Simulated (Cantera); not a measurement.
Input: 1 mol c-C₄F₈, 2.8 mol F₂, at 2900 K and 13.5 Torr.

Cantera equilibrium calculation (NASA polynomials, part measured and part estimated; ideal gas, pure solids and liquids). Candidate condensed phases: C; 13 gas species. The feed counts by its element totals alone. The numbers say what is thermodynamically allowed, not how fast it happens.

Base state: F 0.801, CF₂ 0.116, CF 0.0747, C₃ 0.00575, C 0.00105, C₂ 0.000572, CF₃ 0.000415, C₅ 7.69e-5 (mole fractions); condensed: C(graphite).

**Question.** What changes in the equilibrium state with this change: temperature from 2900 K to 1750 K?

**Answer.** 
| species | before | after |
|---|---|---|
| CF₄ | 7.61e-5 | 0.990 |
| CF₂ | 0.116 | 0.00769 |
| F | 0.801 | 0.00151 |
| CF | 0.0747 | 1.69e-6 |
| C₃ | 0.00575 | <1e-9 |
| C | 0.00105 | <1e-9 |
| C(graphite), mol | 1.41 | 0.587 |
Gases not in the tables: C₂F₆ and larger saturated fluorocarbons.
